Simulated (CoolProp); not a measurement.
Saturated liquid density (kg/m³) of carbon dioxide: the reference equation beside estimates from Tc = 304.1 K, pc = 73.77 bar, ω = 0.224.

The numbers come from the reference Helmholtz-energy equation of state, Span 1996 in CoolProp.

```
T (K)  reference  Redlich-Kwong  Soave-Redlich-Kwong
-----  ---------  -------------  -------------------
238.5       1095          957.3                997.3
241.9       1081          941.7                981.7
245.3       1067          925.5                965.6
248.7       1052          908.9                948.8
252.1       1036          891.7                931.4
255.5       1021          873.9                913.3
258.9       1004          855.4                894.4
262.4      986.8          835.7                874.0
265.8      969.0          815.7                853.3
269.2      950.4          794.9                831.5
272.6      930.7          773.0                808.5
```

Absolute difference from the reference over all 11 rows, mean and median: Redlich-Kwong 14.5 and 14.4 %, Soave-Redlich-Kwong 10.7 and 10.5 %.
